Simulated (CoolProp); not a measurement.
Normal hydrogen at 298.15 K and 3.23 MPa flows at 0.19 m/s in a round tube of 12.7 mm bore and 15 µm roughness, fully developed (64/Re and Nu = 3.66 if laminar; Colebrook and Gnielinski if turbulent). Each further row changes one setting.

The numbers come from the reference Helmholtz-energy equation of state, Leachman 2009 in CoolProp.

```json
[
 {"case": "as stated", "Reynolds number": "[?]", "Darcy friction factor": "0.0918", "pressure drop (Pa/m)": "[?]", "heat-transfer coefficient (W/(m² K))": "54.6", "mass flow (kg/h)": "0.223"},
 {"case": "velocity 0.38 m/s", "Reynolds number": "1390", "Darcy friction factor": "0.0459", "pressure drop (Pa/m)": "0.673", "heat-transfer coefficient (W/(m² K))": "54.6", "mass flow (kg/h)": "0.447"},
 {"case": "diameter 25.4 mm", "Reynolds number": "1390", "Darcy friction factor": "0.0459", "pressure drop (Pa/m)": "0.0841", "heat-transfer coefficient (W/(m² K))": "[?]", "mass flow (kg/h)": "0.893"}
]
```

Task: What belongs in the gaps?

Result: 
- as stated, Reynolds number: 697
- as stated, pressure drop (Pa/m): 0.336
- diameter 25.4 mm, heat-transfer coefficient (W/(m² K)): 27.3

Viscosity comes from a separate model (Muzny 2013). Thermal conductivity comes from a separate model (Assael 2011).
